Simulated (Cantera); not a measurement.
## Ignition delay

Mixture: CH4 : O2 : N2 = 1 : 1.18 : 3.88 (molar parts), equivalence ratio 1.7, at 19.0 bar, adiabatic and at constant volume. Ignition delay is the time to a rise of 400 K.

Detailed kinetics in Cantera: GRI-Mech 3.0 (53 species, 325 reactions). The pressure lies above the range GRI-Mech 3.0 was tuned for (to about 10 atm).

```csv
T0 (K),delay (ms)
1173,3.52
1273,1.08
1373,0.369
1473,0.138
1573,0.0552
1673,0.0235
1773,0.0108
1873,0.00532
```

| Property | Value |
|---|---|
| apparent activation energy between 1673 and 1873 K | 190 kJ/mol |
